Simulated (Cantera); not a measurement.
**Ignition delay**

Mixture: CH4 : O2 : N2 : H2O = 1 : 1.33 : 4.27 : 0.24 (molar parts), equivalence ratio 1.5, at 2.76 atm, adiabatic and at constant pressure. Ignition delay is the time to a rise of 400 K.

Detailed kinetics in Cantera: GRI-Mech 3.0 (53 species, 325 reactions).

```tsv
T0 (K)	delay (ms)
1200	20.7
1275	7.93
1350	3.22
1425	1.38
1500	0.616
1575	0.291
1650	0.146
1725	0.0784
1800	0.0450
```

```
Quantity                                                Result
--------------------------------------------------  ----------
apparent activation energy between 1650 and 1800 K  190 kJ/mol
```
